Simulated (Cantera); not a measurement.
Input: 1 mol V2O3, 12 mol H2, equilibrated at 1975 K and 12000 Pa.

Cantera equilibrium calculation (NASA polynomials, part measured and part estimated; ideal gas, pure solids and liquids). Candidate condensed phases: H2O, V, VO, V2O3, V2O4, V2O5; 12 gas species. Mutual solubility and eutectic melting of coexisting phases are not modelled. VO: taken at fixed stoichiometry. Condensed phases not in the tables: the oxides between V2O3 and V2O5 other than VO2. Equilibrium is a limit: real reactors are often held back by kinetics, nucleation or transport.

Base state: H2 0.970, H2O 0.0262, H 0.00389, VO2 7.43e-5, VO 1.09e-5, OH 1.00e-5 (mole fractions); condensed: VO(s) + V2O3(s).

Question: What changes in the equilibrium state with this change: V2O3 replaced by Fe3O4?

Answer: 
| species | before | after |
|---|---|---|
| H2 | 0.970 | 0.677 |
| H2O | 0.0262 | 0.317 |
| H | 0.00389 | 0.00325 |
| Fe | 0 | 0.00229 |
| VO2 | 7.43e-5 | 0 |
| Fe(OH)2 | 0 | 0.000112 |
| FeO | 0 | 2.01e-5 |
| VO(s), mol | 0.632 | 0 |
| V2O3(s), mol | 0.684 | 0 |
| Fe(l), mol | 0 | 2.79 |
| FeO(l), mol | 0 | 0.178 |
Each liquid is taken as pure. The tables' stoichiometric FeO is somewhat more stable than real wüstite, so its field is too wide. FeO: taken at fixed stoichiometry. Further candidate phases: Fe, FeO, Fe(OH)2, Fe(OH)3, Fe2O3, Fe3O4.
